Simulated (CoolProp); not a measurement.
Properties of n-undecane at several states.

Values from CoolProp's reference Helmholtz-energy equation of state, Aleksandrov 2011. It is a short technical equation, of lower accuracy than the large ones.

```tsv
T (°C)	p (kPa)	phase	isothermal compressibility (1/MPa)	fugacity coefficient
215.95	7960	liquid	0.003741	0.03088
199.65	25.2	gas	40.33	0.9846
205.95	1370	liquid	0.004576	0.09469
296.85	84.1	gas	12.21	0.9751
130.75	95.9	liquid	0.002334	0.1528
```
